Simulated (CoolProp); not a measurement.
Properties of octamethylcyclotetrasiloxane (D4) along the isobar 101 kPa (Tc = 586.5 K, pc = 1347 kPa, ω = 0.598).

The numbers come from the reference Helmholtz-energy equation of state, Thol 2015 in CoolProp.

```tsv
T (K)	phase	Z	cv (kJ/(kg K))	isothermal compressibility (1/MPa)	expansivity (1/kK)	fugacity coefficient
410.8	liquid	0.01074	1.622	0.004441	1.572	0.3302
429.8	liquid	0.01059	1.668	0.005562	1.694	0.5733
467.8	gas	0.9350	1.701	10.64	2.728	0.9389
486.9	gas	0.9445	1.745	10.51	2.528	0.9473
505.9	gas	0.9522	1.788	10.42	2.364	0.9543
524.9	gas	0.9586	1.829	10.34	2.225	0.9601
543.9	gas	0.9639	1.869	10.28	2.106	0.9651
562.9	gas	0.9685	1.907	10.23	2.002	0.9693
582	gas	0.9723	1.944	10.19	1.910	0.9730
601	gas	0.9756	1.979	10.15	1.828	0.9761
620	gas	0.9784	2.013	10.12	1.755	0.9788
```
